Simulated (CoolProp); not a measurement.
A simple Rankine cycle with R236EA: condensing at 294.15 K, boiler at 0.798 MPa, turbine inlet 383.9 K, turbine efficiency 0.9, pump efficiency 0.6, no recuperator. Each further row changes one setting.

The numbers come from the reference Helmholtz-energy equation of state, Rui 2013 in CoolProp.

```
case                             thermal efficiency (%)  net work (kJ/kg)  heat in (kJ/kg)  turbine exit temperature (K)  volume ratio over the turbine
-------------------------------  ----------------------  ----------------  ---------------  ----------------------------  -----------------------------
as stated                                          10.4              24.4              234                         350.7                     (withheld)
turbine inlet 403.9 K                              10.2              26.1              255                    (withheld)                           4.39
condensing temperature 286.15 K                    12.0        (withheld)       (withheld)                    (withheld)                           5.93
boiler pressure 0.559 MPa                           8.1              19.3              237                         359.3                           3.08
turbine efficiency 0.8                              9.2              21.6              234                         353.6                           4.49
```

### Question
Fill in the missing entries.

### Answer

- as stated, volume ratio over the turbine: 4.45
- turbine inlet 403.9 K, turbine exit temperature (K): 370.8
- condensing temperature 286.15 K, net work (kJ/kg): 29.2
- condensing temperature 286.15 K, heat in (kJ/kg): 244
- condensing temperature 286.15 K, turbine exit temperature (K): 344.8
